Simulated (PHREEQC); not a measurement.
0.052 g of hydrous ferric oxide (600 m²/g; 0.2 weak and 0.005 strong sites per Fe, Dzombak-Morel constants, diffuse double layer) in 1 kg of water with 0.005 mol/kgw of an inert sodium salt and 1.1e-05 mol CuCl2, at 25 °C; the pH is set by adding NaOH or the inert anion's acid. O2 is buffered at 0.21 atm. No CO2 enters from the air. Nothing may precipitate in this run.

Base run: PHREEQC, ion-association model, wateq4f.dat. Each further column changes one thing. The table gives surface charge σ (C/m²).

```
pH     base  background salt from 0.005 to 0.0005 mol/kgw  oxide from 0.052 to 0.26 g/kgw  1.3e-05 mol/kgw NaH2PO4 added
---  ------  --------------------------------------------  ------------------------------  -----------------------------
3     0.303                                         0.240                           0.304                          0.252
3.5   0.242                                         0.154                           0.244                              …
4     0.183                                             …                           0.184                          0.150
4.5   0.132                                         0.063                           0.132                          0.106
5     0.092                                         0.040                           0.091                              …
5.5   0.063                                             …                           0.061                          0.047
6     0.042                                         0.016                           0.039                          0.030
6.5   0.027                                         0.010                           0.023                          0.018
7     0.016                                         0.005                           0.013                          0.010
7.5   0.008                                         0.003                           0.006                              …
8     0.003                                         0.001                           0.001                         -0.001
8.5  -0.002                                        -0.001                          -0.003                         -0.004
9    -0.007                                        -0.002                          -0.009                         -0.009
```

What belongs in the gaps?


- 3.5, 1.3e-05 mol/kgw NaH2PO4 added: 0.202
- 4, background salt from 0.005 to 0.0005 mol/kgw: 0.099
- 5, 1.3e-05 mol/kgw NaH2PO4 added: 0.071
- 5.5, background salt from 0.005 to 0.0005 mol/kgw: 0.025
- 7.5, 1.3e-05 mol/kgw NaH2PO4 added: 0.004

The database's constant for dissolved Cu(OH)2 is higher than later reviews accept. The oxide is taken as insoluble; below pH 4 it would dissolve. H3PO4, which wateq4f.dat lacks, is added to it with the constant of phreeqc.dat. The database has no phosphate complexes of Cu.
